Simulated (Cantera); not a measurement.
Standard-state values (1 bar) from the NASA 1993 polynomials, evaluated with Cantera. Values are per mole of reaction as written; species without (g) are pure solids or liquids, kept so even where they would boil at 1 bar.

K2SO4 = S + 2 K(g) + 2 O2(g)

```tsv
T (K)	ΔH° (kJ)	ΔS° (J/K)	ΔG° (kJ)	log10 K	condensed phases
300	1615.7	587.5	1439.5	-250.63	K2SO4(s), S(s)
548	1614.3	584.5	1294.0	-123.34	K2SO4(s), S(l)
598	1612.9	582.2	1264.8	-110.48	K2SO4(s), S(l)
648	(withheld)	(withheld)	(withheld)	(withheld)	K2SO4(s), S(l)
698	1609.0	576.1	1206.9	-90.32	K2SO4(s), S(l)
748	1606.4	572.6	1178.2	-82.27	K2SO4(s), S(l)
798	1603.6	568.9	1149.6	-75.25	K2SO4(s), S(l)
848	(withheld)	(withheld)	(withheld)	(withheld)	K2SO4(s), S(l)
898	1589.8	552.6	1093.5	-63.61	K2SO4(s), S(l)
948	1587.5	550.2	1065.9	-58.73	K2SO4(s), S(l)
998	1585.1	547.7	1038.5	-54.35	K2SO4(s), S(l)
1048	(withheld)	(withheld)	(withheld)	(withheld)	K2SO4(s), S(l)
```

What belongs in the gaps?


- 648, ΔH° (kJ): 1611.2
- 648, ΔS° (J/K): 579.3
- 648, ΔG° (kJ): 1235.8
- 648, log10 K: -99.61
- 848, ΔH° (kJ): 1600.5
- 848, ΔS° (J/K): 565.1
- 848, ΔG° (kJ): 1121.3
- 848, log10 K: -69.07
- 1048, ΔH° (kJ): 1582.3
- 1048, ΔS° (J/K): 545.0
- 1048, ΔG° (kJ): 1011.2
- 1048, log10 K: -50.40
